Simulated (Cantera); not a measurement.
Charge: 1 mol Pb, 1.1 mol CO, held at 1.00 bar.

These are equilibrium values from Cantera (NASA tables, ideal gas, pure condensed phases), not measurements of a reactor. Candidate condensed phases: C, Pb, PbO, PbO2, Pb3O4; 15 gas species. The numbers say what is thermodynamically allowed, not how fast it happens.

x: gas mole fraction; n: condensed amount in mol.

| T (K) | x CO | x CO2 | x Pb | x Pb2 | n C(graphite) | n Pb(l) |
|---|---|---|---|---|---|---|
| 898 | 0.336 | 0.664 | 1.30e-6 | <1e-12 | 0.439 | 1.000 |
| 998 | 0.706 | 0.294 | 1.55e-5 | 4.73e-11 | 0.250 | 1.000 |
| 1098 | 0.922 | 0.0776 | 0.000117 | 1.39e-9 | 0.0793 | 1.000 |
| 1198 | 0.981 | 0.0187 | 0.000624 | 2.28e-8 | 0.0202 | 0.999 |
| 1298 | 0.992 | ___ | ___ | ___ | ___ | 0.997 |
| 1398 | 0.990 | 0.00172 | 0.00852 | 1.77e-6 | 0.00190 | 0.991 |
| 1498 | 0.975 | 0.000643 | 0.0241 | 9.97e-6 | 0.000724 | 0.973 |
| 1598 | 0.940 | 0.000261 | 0.0596 | 4.47e-5 | 0.000305 | 0.930 |
| 1698 | 0.868 | 0.000108 | 0.132 | 0.000167 | 0.000137 | 0.832 |
| 1798 | 0.732 | 4.05e-5 | 0.267 | 0.000534 | 0 | 0.597 |
| 1898 | 0.524 | ___ | 0.474 | ___ | 0 | 0 |
| 1998 | 0.524 | 7.10e-6 | 0.475 | 0.00110 | 0 | 0 |

Problem. Fill in the missing entries.

Solution. 
- 1298, x CO2: 0.00521
- 1298, x Pb: 0.00256
- 1298, x Pb2: 2.39e-7
- 1298, n C(graphite): 0.00572
- 1898, x CO2: 1.18e-5
- 1898, x Pb2: 0.00135
